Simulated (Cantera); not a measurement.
Input: 1 mol SiC, 0.0078 mol O2, 32 mol N2, held at 0.120 Pa.

These are equilibrium values from Cantera (NASA tables, ideal gas, pure condensed phases), not measurements of a reactor. Candidate condensed phases: C, Si, SiC, SiO2, Si2N2O, Si3N4; 34 gas species. The numbers say what is thermodynamically allowed, not how fast it happens.

Task: Which condensed phases are stable at each of these points (T (K)): 1450, 1500, 1550, 1600, 1650, 1700, 1750, 1800, 1850, 1900, 1950, 2000, 2050, 2100?

Result: 
```tsv
T (K)	condensed phases	Si condensed (%)
1450	SiC(s)	98.9
1500	SiC(s)	98.6
1550	SiC(s)	98.4
1600	C(graphite) + SiC(s)	97.2
1650	C(graphite) + SiC(s)	91.0
1700	C(graphite) + SiC(s)	72.3
1750	C(graphite) + SiC(s)	19.7
1800	C(graphite)	0.0
1850	C(graphite)	0.0
1900	C(graphite)	0.0
1950	C(graphite)	0.0
2000	C(graphite)	0.0
2050	C(graphite)	0.0
2100	C(graphite)	0.0
```

From 1450 K to 1550 K the condensed part is SiC(s). From 1600 K to 1750 K the condensed part is C(graphite) + SiC(s). From 1800 K to 2100 K the condensed part is C(graphite).
